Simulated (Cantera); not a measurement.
## Transport properties of process gases

Gas mixture: N₂O = 0.97 (molar parts), at 1.00 bar, frozen composition.

Cantera's kinetic-theory transport with the Lennard-Jones parameters of GRI-Mech 3.0, ideal gas; thermal conductivity in the multicomponent form. The composition is frozen, though it would react at the higher temperatures.

```json
[
 {"T (K)": "400", "ρ (kg/m³)": "1.32", "cp (J/kg/K)": "970.3", "μ (µPa s)": "19.5", "λ (mW/m/K)": "25.3", "Pr": "0.746", "D (cm²/s) CO₂": "0.195", "D (cm²/s) H": "1.68", "D (cm²/s) NO": "0.262"},
 {"T (K)": "650", "ρ (kg/m³)": "0.814", "cp (J/kg/K)": "1127", "μ (µPa s)": "29.1", "λ (mW/m/K)": "44.1", "Pr": "0.744", "D (cm²/s) CO₂": "0.473", "D (cm²/s) H": "4.00", "D (cm²/s) NO": "0.612"},
 {"T (K)": "900", "ρ (kg/m³)": "0.588", "cp (J/kg/K)": "1227", "μ (µPa s)": "37.1", "λ (mW/m/K)": "61.4", "Pr": "0.741", "D (cm²/s) CO₂": "0.839", "D (cm²/s) H": "7.01", "D (cm²/s) NO": "1.07"},
 {"T (K)": "1150", "ρ (kg/m³)": "0.460", "cp (J/kg/K)": "1285", "μ (µPa s)": "44.1", "λ (mW/m/K)": "76.8", "Pr": "0.738", "D (cm²/s) CO₂": "1.28", "D (cm²/s) H": "10.6", "D (cm²/s) NO": "1.61"},
 {"T (K)": "1400", "ρ (kg/m³)": "0.378", "cp (J/kg/K)": "1327", "μ (µPa s)": "50.5", "λ (mW/m/K)": "91.0", "Pr": "0.736", "D (cm²/s) CO₂": "1.79", "D (cm²/s) H": "14.8", "D (cm²/s) NO": "2.24"},
 {"T (K)": "1650", "ρ (kg/m³)": "0.321", "cp (J/kg/K)": "1359", "μ (µPa s)": "56.4", "λ (mW/m/K)": "104", "Pr": "0.734", "D (cm²/s) CO₂": "2.36", "D (cm²/s) H": "19.5", "D (cm²/s) NO": "2.95"},
 {"T (K)": "1900", "ρ (kg/m³)": "0.279", "cp (J/kg/K)": "1384", "μ (µPa s)": "61.9", "λ (mW/m/K)": "117", "Pr": "0.733", "D (cm²/s) CO₂": "2.99", "D (cm²/s) H": "24.6", "D (cm²/s) NO": "3.73"}
]
```
D: mixture-averaged diffusion coefficient of that species in the mixture.
